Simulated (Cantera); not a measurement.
What does this Cantera script print?

```python
import numpy as np
import cantera as ct

gas = ct.Solution("h2o2.yaml")
gas.TPX = 1250, 14000, {'H2': 0.31, 'O2': 1, 'N2': 1.1}
reactor = ct.IdealGasConstPressureReactor(gas, energy="off", clone=False)
net = ct.ReactorNet([reactor])
net.rtol, net.atol = 1e-08, 1e-18
show = ['H2', 'O2', 'H2O2', 'HO2', 'H']
times = np.geomspace(3e-05, 10, 14)

steps = ct.SolutionArray(gas, extra=["t"])
rows = []
print(f"{'t/s':>10s}{'T/K':>9s}{'P/Pa':>11s}" + "".join(f"{s:>11s}" for s in show))
for t in times:
    while net.time < t:
        t_next = net.step()
        steps.append(gas.state, t=t_next)
    rows.append([np.interp(t, steps.t, y) for y in (steps.T, steps.P, *steps(*show).X.T)])
    print(f"{t:10.3e}{rows[-1][0]:9.1f}{rows[-1][1]:11.4g}" + "".join(f"{x:11.3e}" for x in rows[-1][2:]))
rate = np.gradient(steps.T, steps.t)
print("integrator steps:", len(steps.t))
if steps.T.max() > steps.T[0] + 200:
    print(f"time of steepest temperature rise: {steps.t[rate.argmax()]:.4e} s")
gas.TPX = 1250, 14000, {'H2': 0.31, 'O2': 1, 'N2': 1.1}
gas.equilibrate("TP")
print(f"equilibrium (TP): T = {gas.T:.1f} K  " + "  ".join(f"{s} {gas[s].X[0]:.3e}" for s in show))
```

Output:

```
       t/s      T/K       P/Pa         H2         O2       H2O2        HO2          H
 3.000e-05   1250.0    1.4e+04  1.286e-01  4.149e-01  9.806e-11  4.150e-08  1.387e-07
 7.979e-05   1250.0    1.4e+04  1.286e-01  4.149e-01  1.668e-09  7.281e-07  2.335e-05
 2.122e-04   1250.0    1.4e+04  1.098e-02  3.509e-01  1.914e-06  3.224e-05  3.797e-02
 5.645e-04   1250.0    1.4e+04  2.971e-03  3.649e-01  1.823e-06  3.189e-05  7.510e-03
 1.501e-03   1250.0    1.4e+04  4.630e-04  3.729e-01  1.125e-06  1.745e-05  4.019e-04
 3.993e-03   1250.0    1.4e+04  5.635e-05  3.744e-01  4.223e-07  4.626e-06  1.732e-05
 1.062e-02   1250.0    1.4e+04  8.749e-06  3.746e-01  1.447e-07  1.030e-06  1.203e-06
 2.825e-02   1250.0    1.4e+04  1.863e-06  3.747e-01  5.108e-08  2.674e-07  1.334e-07
 7.513e-02   1250.0    1.4e+04  4.998e-07  3.747e-01  1.862e-08  8.367e-08  2.010e-08
 1.998e-01   1250.0    1.4e+04  1.559e-07  3.747e-01  6.986e-09  3.440e-08  3.675e-09
 5.315e-01   1250.0    1.4e+04  5.547e-08  3.747e-01  2.797e-09  2.326e-08  8.032e-10
 1.414e+00   1250.0    1.4e+04  2.621e-08  3.747e-01  1.425e-09  2.404e-08  2.645e-10
 3.760e+00   1250.0    1.4e+04  2.098e-08  3.747e-01  1.167e-09  2.528e-08  1.896e-10
 1.000e+01   1250.0    1.4e+04  2.084e-08  3.747e-01  1.160e-09  2.533e-08  1.877e-10
integrator steps: 1868
equilibrium (TP): T = 1250.0 K  H2 2.084e-08  O2 3.747e-01  H2O2 1.160e-09  HO2 2.533e-08  H 1.877e-10
```

Model: the H2/O2 subset of GRI-Mech 3.0, which has no nitrogen chemistry, integrated in Cantera. The temperature is held fixed by assumption; the heat of reaction is taken as removed at once.
